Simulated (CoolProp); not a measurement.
Computed with CoolProp (reference Helmholtz-energy equation of state, Tillner-Roth 1994).

Question: For R134a, give the phase and the viscosity (µPa s), conductivity (mW/(m K)) at 363.5 K and 0.101 MPa.

Answer: 
- 363.5 K and 0.101 MPa: gas; viscosity 14.3, conductivity 18.6

Viscosity comes from a separate model (Huber 2003), an estimate that may be off by 10 % or more. Thermal conductivity comes from a separate model (McLinden 2000), an estimate that may be off by 10 % or more.
